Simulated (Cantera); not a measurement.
Input (Python, Cantera) and output of one run.

```python
import numpy as np
import cantera as ct

gas_names = """
    N2O O3
""".split()
cond_names = """
    Cr2O3(s) Cr2O3(L) Cr2N(s)
""".split()


# ... load() reads the species with a 1 bar reference pressure and builds the phases ...
species = {s.name: s for s in load("nasa_gas.yaml", gas_names) + load("nasa_condensed.yaml", cond_names)}
# Each term lists the table entries of one substance; the one whose range holds T is used.
reactions = {
    '6 Cr2O3 + 3 N2O(g) = 7 O3(g) + 6 Cr2N':
        [(-6, ['Cr2O3(s)', 'Cr2O3(L)']), (-3, ['N2O']), (7, ['O3']), (6, ['Cr2N(s)'])],
}


def pick(names, T):
    return next(species[n] for n in names if species[n].thermo.min_temp <= T <= species[n].thermo.max_temp)


results = []
for label, terms in reactions.items():
    print(label)
    print("     T/K   dH/kJ  dS/(J/K)   dG/kJ   log10 K")
    for T in [1323, 1423, 1523, 1623, 1723, 1823]:
        used = [(nu, pick(names, T)) for nu, names in terms]
        dH = sum(nu * s.thermo.h(T) for nu, s in used) / 1e6
        dS = sum(nu * s.thermo.s(T) for nu, s in used) / 1e3
        dG = dH - T * dS / 1e3
        logK = -dG * 1e6 / (ct.gas_constant * T * np.log(10))
        results.append((label, T, dH, dS, dG, logK, [s.name for _, s in used]))
        print(f"{T:8g} {dH:8.1f} {dS:8.1f} {dG:8.1f} {logK:8.2f}")
```

It prints:

```
6 Cr2O3 + 3 N2O(g) = 7 O3(g) + 6 Cr2N
     T/K   dH/kJ  dS/(J/K)   dG/kJ   log10 K
    1323   6784.5    867.5   5636.7  -222.54
    1423   6788.8    870.7   5549.8  -203.72
    1523   6794.8    874.7   5462.6  -187.35
    1623   6802.7    879.7   5374.9  -172.98
    1723   6812.6    885.7   5286.6  -160.27
    1823   6824.8    892.5   5197.7  -148.93
```

Cantera with NASA thermochemical tables; ideal gases at 1 bar, condensed phases pure. Condensed species are held in their standard states even where they would react or evaporate.
